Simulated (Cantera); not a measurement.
A perfectly stirred reactor is fed with H₂ : O₂ : N₂ : H₂O = 0.38 : 1 : 2.4 : 0.18 (molar parts), equivalence ratio 0.19, at 233 Torr; it is held at 1400 K, and followed from long to short residence time.

Computed with Cantera and the H2/O2 subset of GRI-Mech 3.0, which has no nitrogen chemistry. The temperature is held fixed by assumption; the heat of reaction is taken as removed at once.

x: mole fraction; the columns are a selection and need not sum to one.

```
τ (s)        x H₂   x O₂      x OH   x H₂O₂  x H₂O    x HO₂
-------  --------  -----  --------  -------  -----  -------
2.4       2.51e-5  0.215  0.000323  8.27e-8  0.148  8.31e-7
0.83      5.06e-5  0.215  0.000462  1.36e-7  0.148  1.59e-6
0.28     0.000104  0.215  0.000665  2.19e-7  0.148  3.03e-6
0.097    0.000208  0.214  0.000950  3.39e-7  0.148  5.46e-6
0.033         ___  0.214       ___      ___  0.147      ___
0.011         ___  0.214       ___      ___  0.146      ___
0.0039    0.00161  0.213   0.00278  1.05e-6  0.145  2.14e-5
0.0013    0.00313  0.212   0.00396  1.42e-6  0.141  2.78e-5
0.00045   0.00575  0.211   0.00543  1.78e-6  0.135  3.25e-5
0.00015    0.0104  0.209   0.00710  2.06e-6  0.125  3.48e-5
```

**Question.** Complete the blanks.

**Answer.** 
- 0.033, x H₂: 0.000419
- 0.033, x OH: 0.00136
- 0.033, x H₂O₂: 5.12e-7
- 0.033, x HO₂: 9.40e-6
- 0.011, x H₂: 0.000844
- 0.011, x OH: 0.00197
- 0.011, x H₂O₂: 7.53e-7
- 0.011, x HO₂: 1.50e-5
